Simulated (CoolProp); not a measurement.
Methane along the isobar 2.42 bar: Z from the reference equation and from simpler models built on Tc = 190.6 K, pc = 45.99 bar, ω = 0.011; each cubic takes its own stable root.

Model: reference Helmholtz-energy equation of state, Setzmann 1991, in CoolProp.

```tsv
T (K)	phase	reference	Redlich-Kwong	Peng-Robinson
123.9	gas	0.9346	0.009309	0.9374
132.3	gas	0.9468	0.9483	0.9472
140.6	gas	0.9559	0.9565	0.9549
149	gas	0.9630	0.9631	0.9612
157.4	gas	0.9686	0.9685	0.9664
165.8	gas	0.9731	0.9728	0.9707
174.1	gas	0.9767	0.9764	0.9743
182.5	gas	0.9798	0.9794	0.9773
190.9	gas	0.9823	0.9820	0.9799
199.3	gas	0.9845	0.9841	0.9822
207.6	gas	0.9863	0.9859	0.9841
216	gas	0.9878	0.9875	0.9858
224.4	gas	0.9892	0.9889	0.9872
232.7	gas	0.9904	0.9900	0.9885
```

At some of these states Redlich-Kwong gives the other phase, because its saturation line lies elsewhere.
